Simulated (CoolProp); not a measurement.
A single-stage vapour-compression cycle with CH3F (R41): evaporating at 205.15 K (dew point), condensing at 269.15 K (bubble point), superheat 8 K, subcooling 0 K, compressor efficiency 0.65, no pressure losses. Each further row changes one setting.

Values from CoolProp's reference Helmholtz-energy equation of state, Lemmon 2006. It is a short technical equation, of lower accuracy than the large ones.

| case | cooling COP | pressure ratio | discharge temperature (K) | refrigerating effect (kJ/kg) | volumetric capacity (kJ/m³) |
|---|---|---|---|---|---|
| as stated | 1.44 | 10.5 | 423.5 | 339 | 1190 |
| evaporating temperature 210.15 K | 1.64 | 8.29 | 406.7 | 342 | 1500 |
| condensing temperature 264.15 K | 1.61 | 9.13 | 409.4 | 351 | 1230 |
| subcooling 5 K | 1.49 | 10.5 | 423.5 | 351 | 1230 |
